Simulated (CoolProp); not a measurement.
Vapour pressure (MPa) of isohexane: the reference equation beside estimates from Tc = 224.6 °C, pc = 3.043 MPa, ω = 0.280. Clausius-Clapeyron is anchored at 4.75 °C with a constant enthalpy of vaporisation of 31.04 kJ/mol.

Model: reference Helmholtz-energy equation of state, Lemmon 2006, in CoolProp. It is a short technical equation, of lower accuracy than the large ones.

```
T (°C)  reference  Lee-Kesler  Clausius-Clapeyron  van der Waals
------  ---------  ----------  ------------------  -------------
-46.55  0.0004634   0.0004349                 ___            ___
-36.35  0.0009984   0.0009393            0.001103        0.05995
-26.05   0.002010         ___            0.002128        0.08059
-15.75   0.003789    0.003601            0.003895         0.1059
-5.45    0.006743    0.006452            0.006806         0.1364
4.75      0.01136         ___             0.01136         0.1723
15.05     0.01839     0.01784             0.01836            ___
25.35     0.02864     0.02798             0.02870         0.2637
35.65         ___     0.04235             0.04356         0.3199
45.85     0.06261     0.06190                 ___         0.3830
```

Q: Fill in the missing entries.

A: 
- -46.55, Clausius-Clapeyron: 0.0005423
- -46.55, van der Waals: 0.04359
- -26.05, Lee-Kesler: 0.001900
- 4.75, Lee-Kesler: 0.01094
- 15.05, van der Waals: 0.2147
- 35.65, reference: 0.04308
- 45.85, Clausius-Clapeyron: 0.06412

Absolute difference from the reference over all 10 rows, mean and median: Lee-Kesler 3.9 and 4.0 %, Clausius-Clapeyron 4.1 and 1.8 %, van der Waals 2819.8 and 1669.8 %.
